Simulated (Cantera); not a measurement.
A perfectly stirred reactor is fed with H2 : O2 : N2 = 1.1 : 1 : 13 (molar parts), equivalence ratio 0.55, at 0.430 bar; it is held at 1050 K, and followed from long to short residence time.

Detailed kinetics in Cantera: GRI-Mech 3.0 (53 species, 325 reactions). The temperature is held fixed by assumption; the heat of reaction is taken as removed at once.

Q: Predict: x(H2) at τ = 16.0 s; x(O2) at τ = 16.0 s; x(H2O2) at τ = 16.0 s; x(NO) at τ = 16.0 s; x(H) at τ = 16.0 s; x(H2) at τ = 52.0 ms; x(O2) at τ = 52.0 ms; x(H2O2) at τ = 52.0 ms; x(NO) at τ = 52.0 ms; x(H) at τ = 52.0 ms.

A: 
| Item | Result |
|---|---|
| x(H2) at τ = 16.0 s | 4.94e-5 |
| x(O2) at τ = 16.0 s | 0.0309 |
| x(H2O2) at τ = 16.0 s | 1.50e-7 |
| x(NO) at τ = 16.0 s | 5.94e-8 |
| x(H) at τ = 16.0 s | 3.64e-7 |
| x(H2) at τ = 52.0 ms | 0.00164 |
| x(O2) at τ = 52.0 ms | 0.0317 |
| x(H2O2) at τ = 52.0 ms | 1.02e-6 |
| x(NO) at τ = 52.0 ms | 1.12e-7 |
| x(H) at τ = 52.0 ms | 0.000107 |
